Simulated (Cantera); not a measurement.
Cantera run:

```python
import numpy as np
import cantera as ct

gas_names = """
    H H2 N NH NH2 NH3 N2 N2H2 N2H4 Si SiH SiH2 SiH3 SiH4 SiN Si2 Si2N Si3
""".split()
cond_names = """
    Si(cr) Si(L) Si3N4(a)
""".split()


# ... load() reads the species with a 1 bar reference pressure and builds the phases ...
atoms = {
    'SiH4': {'Si': 1, 'H': 4},
    'N2': {'N': 2},
}
top_T = {'Si3N4(a)': 2400}  # K; cautious upper limits of use, not melting points


# ... equilibrate(T, P, feed) seeds the gas with the atoms and calls Mixture.equilibrate('TP', solver="vcs", rtol=1e-11, max_steps=5000) ...
results = []
feed = {'SiH4': 1, 'N2': 0.63}  # mol
T = 1850  # K
P = 10000  # Pa
mix = equilibrate(T, P, feed)
results.append((T, P, feed, dict(zip(mix.species_names, mix.species_moles))))
print(gas.report(threshold=0.0001))
for i in range(1, mix.n_phases):
    print(f"{mix.phase(i).name:16s} {mix.phase_moles(i):12.5e} mol")
```

Result:

```
       temperature   1850 K
          pressure   10000 Pa
           density   0.0046014 kg/m^3
  mean mol. weight   7.0777 kg/kmol
   phase of matter   gas

                          1 kg             1 kmol
                     ---------------   ---------------
          enthalpy         6.895e+06        4.8801e+07  J
   internal energy        4.7217e+06        3.3419e+07  J
           entropy             31291        2.2147e+05  J/K
    Gibbs function       -5.0993e+07       -3.6091e+08  J
 heat capacity c_p            4811.4             34053  J/K
 heat capacity c_v            3636.6             25739  J/K

                      mass frac. Y      mole frac. X     chem. pot. / RT
                     ---------------   ---------------   ---------------
                 H        0.00021751         0.0015273           -10.878
                H2           0.22893           0.80373           -21.756
                N2           0.77029           0.19461            -30.62
     [  +15 minor]        0.00055453        0.00012672

Si(L)             7.80371e-01 mol
Si3N4(a)          7.31003e-02 mol
```

Equilibrium computed with Cantera from the NASA thermochemical tables; the gas is ideal and each condensed phase is pure. Mutual solubility and eutectic melting of coexisting phases are not modelled. Gases not in the tables: Si2H6 and higher silanes.
